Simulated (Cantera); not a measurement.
What does this Cantera script print?

```python
import numpy as np
import cantera as ct

gas_names = [...]  # 136 gases of nasa_gas.yaml made of C, H, N, O
cond_names = """
    C(gr) C6H6(L) C7H8(L) C8H18(L),n-octa H2O(s) H2O(L)
""".split()


# ... load() reads the species with a 1 bar reference pressure and builds the phases ...
atoms = {
    'CO2': {'C': 1, 'O': 2},
    'H2O': {'H': 2, 'O': 1},
    'N2': {'N': 2},
}
top_T = {'C(gr)': 4500}  # K; cautious upper limits of use, not melting points


# ... equilibrate(T, P, feed) seeds the gas with the atoms and calls Mixture.equilibrate('TP', solver="vcs", rtol=1e-11, max_steps=5000) ...
results = []
feed = {'CO2': 1, 'H2O': 0.11, 'N2': 0.31}  # mol
T = 1223.15  # K
P = 100000  # Pa
mix = equilibrate(T, P, feed)
results.append((T, P, feed, dict(zip(mix.species_names, mix.species_moles))))
print(gas.report(threshold=1e-05))
for i in range(1, mix.n_phases):
    print(f"{mix.phase(i).name:16s} {mix.phase_moles(i):12.5e} mol")
```

Result:

```
       temperature   1223.2 K
          pressure   1e+05 Pa
           density   0.3786 kg/m^3
  mean mol. weight   38.503 kg/kmol
   phase of matter   gas

                          1 kg             1 kmol
                     ---------------   ---------------
          enthalpy       -6.6116e+06       -2.5457e+08  J
   internal energy       -6.8758e+06       -2.6474e+08  J
           entropy            7114.2        2.7392e+05  J/K
    Gibbs function       -1.5313e+07       -5.8961e+08  J
 heat capacity c_p            1310.2             50447  J/K
 heat capacity c_v            1094.3             42133  J/K

                      mass frac. Y      mole frac. X     chem. pot. / RT
                     ---------------   ---------------   ---------------
               CO2           0.80491           0.70421           -68.274
               H2O          0.036244          0.077464           -51.868
                N2           0.15884           0.21831            -26.93
     [ +133 minor]        1.1554e-05        1.5925e-05

C(gr)             0.00000e+00 mol
```

Equilibrium computed with Cantera from the NASA thermochemical tables; the gas is ideal and each condensed phase is pure.
